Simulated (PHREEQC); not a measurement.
A made-up water analysis in mg/kgw, 40 °C, pH 7.83:

| constituent | mg/kgw |
|---|---|
| Na | 1470 |
| K | 938 |
| Ca | 105 |
| Mg | 115 |
| Cl | 3420 |
| S(6) as SO4 | 196 |
| Alkalinity as HCO3 | 37.9 |
| B | 1.38 |
| Br | 80 |

Cl is adjusted to close the charge balance.
Valence states are taken as typed.

Equilibrium calculation in PHREEQC: Pitzer model, pitzer.dat.

No solid was allowed to form.

Question: Estimate the specific conductance, density, osmotic coefficient.

Answer: specific conductance 15000 µS/cm; density 0.997 g/cm³; osmotic coefficient 0.918.

Question: In which forms is B present?

Answer: B(OH)3 94 %, B(OH)4- 5.2 % of the B.

Away from 25 °C the constants follow the database's enthalpies or fits; those with neither stay at their 25 °C values.
